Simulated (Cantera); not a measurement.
## V2O3 + H2 + N2 (hydrogen reduction and annealing atmospheres)

Input: 1 mol V2O3, 0.35 mol H2, 20 mol N2, at 1998 K.

Cantera equilibrium calculation (NASA polynomials, part measured and part estimated; ideal gas, pure solids and liquids). Candidate condensed phases: H2O, V, VN, VO, V2O3, V2O4, V2O5; 28 gas species. Mutual solubility and eutectic melting of coexisting phases are not modelled. VO: taken at fixed stoichiometry. Condensed phases not in the tables: the oxides between V2O3 and V2O5 other than VO2. Rates play no part.

At 0.000100 bar the condensed part is VO(s). From 0.000680 bar to 10.0 bar the condensed part is VO(s) + V2O3(s). The main V-bearing gas is VO2 throughout.

| P (Pa) | log p N2 | log p VO2 | log p VO | log p H2 | log p H | log p V | log p H2O | log p OH | n VO(s) | n V2O3(s) |
|---|---|---|---|---|---|---|---|---|---|---|
| 10 | -4.04 | -5.34 | -5.73 | -6.07 | -5.83 | -7.15 | -8.05 | -8.81 | 0.558 | 0 |
| 68 | -3.19 | -4.89 | -5.73 | -5.06 | -5.32 | -7.59 | -6.59 | -7.86 | 0.349 | 0.600 |
| 460 | -2.35 | -4.89 | -5.73 | -4.16 | -4.87 | -7.59 | -5.69 | -7.41 | 0.0666 | 0.934 |
| 3200 | -1.50 | -4.89 | -5.73 | -3.29 | -4.44 | -7.59 | -4.82 | -6.98 | 0.0262 | 0.982 |
| 22000 | -0.67 | -4.89 | -5.73 | -2.44 | -4.01 | -7.59 | -3.98 | -6.55 | 0.0206 | 0.989 |
| 150000 | 0.17 | -4.89 | -5.73 | -1.60 | -3.60 | -7.59 | -3.14 | -6.13 | 0.0199 | 0.990 |
| 1000000 | 0.99 | -4.89 | -5.73 | -0.78 | -3.18 | -7.59 | -2.31 | -5.72 | 0.0198 | 0.990 |
log p: log10 of the partial pressure in bar; n: condensed amount in mol.
